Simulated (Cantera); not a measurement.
Standard-state values (1 bar) from the NASA 1993 polynomials, evaluated with Cantera. Values are per mole of reaction as written; species without (g) are pure solids or liquids, kept so even where they would boil at 1 bar.

O(g) + Pb → PbO(g)

```json
[
 {"T (K)": "300", "ΔH° (kJ)": "?", "ΔS° (J/K)": "?", "ΔG° (kJ)": "?", "log10 K": "?", "condensed phases": "Pb(s)"},
 {"T (K)": "600", "ΔH° (kJ)": "?", "ΔS° (J/K)": "?", "ΔG° (kJ)": "?", "log10 K": "?", "condensed phases": "Pb(s)"},
 {"T (K)": "675", "ΔH° (kJ)": "-189.4", "ΔS° (J/K)": "-6.3", "ΔG° (kJ)": "-185.2", "log10 K": "14.33", "condensed phases": "Pb(l)"},
 {"T (K)": "750", "ΔH° (kJ)": "?", "ΔS° (J/K)": "?", "ΔG° (kJ)": "?", "log10 K": "?", "condensed phases": "Pb(l)"},
 {"T (K)": "825", "ΔH° (kJ)": "-191.6", "ΔS° (J/K)": "-9.3", "ΔG° (kJ)": "-184.0", "log10 K": "11.65", "condensed phases": "Pb(l)"},
 {"T (K)": "900", "ΔH° (kJ)": "?", "ΔS° (J/K)": "?", "ΔG° (kJ)": "?", "log10 K": "?", "condensed phases": "Pb(l)"}
]
```

**Question.** Some entries are withheld; supply them.

**Answer.** 
- 300, ΔH° (kJ): -178.9
- 300, ΔS° (J/K): 14.1
- 300, ΔG° (kJ): -183.1
- 300, log10 K: 31.89
- 600, ΔH° (kJ): -183.5
- 600, ΔS° (J/K): 3.6
- 600, ΔG° (kJ): -185.6
- 600, log10 K: 16.16
- 750, ΔH° (kJ): -190.6
- 750, ΔS° (J/K): -7.9
- 750, ΔG° (kJ): -184.6
- 750, log10 K: 12.86
- 900, ΔH° (kJ): -192.7
- 900, ΔS° (J/K): -10.5
- 900, ΔG° (kJ): -183.3
- 900, log10 K: 10.64
